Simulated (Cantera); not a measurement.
Input: 1 mol SiCl4, 2.1 mol Cl2, 7.2 mol H2, at 1298.15 K and 0.100 bar.

These are equilibrium values from Cantera (NASA tables, ideal gas, pure condensed phases), not measurements of a reactor. Candidate condensed phases: Si; 19 gas species. The tables' values for SiCl3 are old estimates; treat these amounts as uncertain. Rates play no part.

Base state: H2 0.482, HCl 0.422, SiCl4 0.0828, SiCl3 0.00640, SiHCl3 0.00427, SiCl2 0.00295, SiH2Cl2 3.10e-5 (mole fractions); condensed: gas only.

Task: What changes in the equilibrium state with this change: temperature from 1298.15 K to 1700 K?

Result: 
```json
[
 {"species": "HCl", "before": "0.422", "after": "0.528"},
 {"species": "H2", "before": "0.482", "after": "0.382"},
 {"species": "SiCl2", "before": "0.00295", "after": "0.0678"},
 {"species": "SiCl4", "before": "0.0828", "after": "0.00631"},
 {"species": "SiCl3", "before": "0.00640", "after": "0.0147"},
 {"species": "Cl", "before": "1.74e-6", "after": "0.000310"},
 {"species": "H", "before": "2.36e-6", "after": "0.000288"},
 {"species": "SiHCl3", "before": "0.00427", "after": "0.000883"}
]
```

Task: What changes in the equilibrium state with this change: pressure from 0.100 bar to 0.910 bar?

Result: 
| species | before | after |
|---|---|---|
| H2 | 0.482 | 0.488 |
| HCl | 0.422 | 0.415 |
| SiCl4 | 0.0828 | 0.0894 |
| SiCl2 | 0.00295 | 0.000367 |
| SiCl3 | 0.00640 | 0.00234 |
| SiH2Cl2 | 3.10e-5 | 3.55e-5 |
